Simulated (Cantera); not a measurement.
Input: 1 mol NH3, 0.028 mol SO2, 0.24 mol N2, equilibrated at 1 atm.

These are equilibrium values from Cantera (NASA tables, ideal gas, pure condensed phases), not measurements of a reactor. Candidate condensed phases: H2O, H2SO4, S; 35 gas species. Rates play no part.

Question: At 1777 °C, list the 4 most abundant gas species with their mole fractions, and the condensed phases.

Answer: H2 0.632, N2 0.329, H2O 0.0249, H2S 0.00906. Condensed: gas only.
